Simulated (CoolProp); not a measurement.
The numbers come from the reference Helmholtz-energy equation of state, Zhou 2016 in CoolProp.

**Question.** For R245ca, give the phase and the cv (kJ/(kg K)), speed of sound (m/s) at 450 K and 0.0681 MPa; 450 K and 0.464 MPa.

**Answer.** 
- 450 K and 0.0681 MPa: gas; cv 1.10, speed of sound 171
- 450 K and 0.464 MPa: gas; cv 1.11, speed of sound 165
